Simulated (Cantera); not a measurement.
Feed: 1 mol AlCl₃, 2.4 mol O₂, 26 mol N₂, equilibrated at 13.3 mbar.

Cantera equilibrium calculation (NASA polynomials, part measured and part estimated; ideal gas, pure solids and liquids). Candidate condensed phases: Al, AlCl₃, AlN, Al₂O₃; 24 gas species. The numbers say what is thermodynamically allowed, not how fast it happens. All values below are at 1475 K.

Base state: N₂ 0.865, Cl 0.0601, O₂ 0.0546, Cl₂ 0.0198, NO 0.000577, ClO 4.12e-5, AlCl₃ 2.14e-5 (mole fractions); condensed: Al₂O₃(s).

What changes in the equilibrium state with this change: pressure from 13.3 mbar to 95.0 mbar?


| species | before | after |
|---|---|---|
| N₂ | 0.865 | 0.878 |
| O₂ | 0.0546 | 0.0555 |
| Cl₂ | 0.0198 | 0.0355 |
| Cl | 0.0601 | 0.0301 |
| AlCl₃ | 2.14e-5 | 3.11e-5 |
| ClO | 4.12e-5 | 5.55e-5 |
| NO | 0.000577 | 0.000586 |
| Al₂O₃(s), mol | 0.500 | 0.500 |

What changes in the equilibrium state with this change: 0.045 mol NH₃ added?


| species | before | after |
|---|---|---|
| N₂ | 0.865 | 0.864 |
| Cl | 0.0601 | 0.0580 |
| O₂ | 0.0546 | 0.0545 |
| HCl | 0 | 0.00448 |
| Cl₂ | 0.0198 | 0.0185 |
| AlCl₃ | 2.14e-5 | 1.93e-5 |
| ClO | 4.12e-5 | 3.97e-5 |
| NO | 0.000577 | 0.000576 |
| Al₂O₃(s), mol | 0.500 | 0.500 |
Further candidate phases: H₂O, NH₄Cl.
